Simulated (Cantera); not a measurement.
**Carbothermic reduction: PbO + CH4 + N2**

Charge: 1 mol PbO, 0.44 mol CH4, 2.6 mol N2, held at 900 K and 10.0 mbar.

These are equilibrium values from Cantera (NASA tables, ideal gas, pure condensed phases), not measurements of a reactor. Candidate condensed phases: C, C6H6, C7H8, C8H18, H2O, Pb, PbO, PbO2, Pb3O4; 139 gas species. The numbers say what is thermodynamically allowed, not how fast it happens.

The x(N2) comes out as 0.663 and the x(H2) is 0.144. The x(H2O) is 0.0800 and the x(CO2) comes out as 0.0629. The x(CO) is 0.0494, the x(Pb) comes out as 0.000137 and the n(Pb(l)) is 0.999 mol. The gas amount is 3.921 mol and the log10 activity of C(graphite) (absent) is -2.66. The log10 activity of PbO2(s) (absent) is -17.83.
